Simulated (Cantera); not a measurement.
## Premixed flame

A freely propagating, adiabatic, planar premixed flame of 31.0 % H₂, 14.4 % O₂, 54.7 % N₂, equivalence ratio 1.1, unburnt at 400 K and 14000 Pa; mixture-averaged transport, grid criteria slope 0.08 and curve 0.16, no radiation.

Model: the H2/O2 subset of GRI-Mech 3.0, which has no nitrogen chemistry, integrated in Cantera. Burning velocities carry a grid error of a few per cent, more on coarse grids.

| z (mm) | T (K) | u (m/s) | x H₂ | x O₂ | x H | x O | x H₂O₂ | x OH |
|---|---|---|---|---|---|---|---|---|
| -16.3 | 400 | 3.18 | 0.310 | 0.144 | <1e-8 | <1e-8 | <1e-8 | <1e-8 |
| -10.9 | 400 | 3.18 | 0.310 | 0.144 | <1e-8 | <1e-8 | <1e-8 | <1e-8 |
| -8.15 | 400 | 3.18 | 0.310 | 0.144 | <1e-8 | <1e-8 | <1e-8 | <1e-8 |
| -5.43 | 400 | 3.18 | 0.310 | 0.144 | <1e-8 | <1e-8 | <1e-8 | <1e-8 |
| -2.72 | 402 | 3.19 | 0.309 | 0.144 | 9.83e-6 | 5.67e-7 | 7.94e-7 | 3.67e-6 |
| -1.36 | 577 | 4.50 | 0.284 | 0.140 | 0.00492 | 9.46e-5 | 1.53e-5 | 0.000595 |
| 0 | 1046 | 7.88 | 0.158 | 0.0982 | 0.0537 | 0.00532 | 6.19e-7 | 0.00223 |
| 1.36 | 1346 | 10.0 | 0.0591 | 0.0356 | 0.0840 | 0.0119 | 8.40e-7 | 0.00689 |
| 2.72 | 1469 | 10.9 | 0.0517 | 0.0269 | 0.0773 | 0.0122 | 6.82e-7 | 0.00917 |
| 5.43 | 1607 | 11.8 | 0.0536 | 0.0237 | 0.0641 | 0.0115 | 4.23e-7 | 0.0116 |
| 10.9 | 1757 | 12.7 | 0.0545 | 0.0204 | 0.0501 | 0.00991 | 2.23e-7 | 0.0137 |
| 21.7 | 1910 | 13.7 | 0.0534 | 0.0168 | 0.0369 | 0.00784 | 1.16e-7 | 0.0152 |
| 43.5 | 2057 | 14.6 | 0.0503 | 0.0132 | 0.0255 | 0.00562 | 6.65e-8 | 0.0154 |
x: mole fraction of selected species; z is measured from the peak of heat release.

```json
{
 "laminar_burning_velocity": "318 cm/s",
 "thermal_thickness": "5.43 mm",
 "peak x(H)": "0.0841",
 "peak x(O)": "0.0123",
 "peak x(H₂O₂)": "1.72e-5",
 "peak x(OH)": "0.0155"
}
```
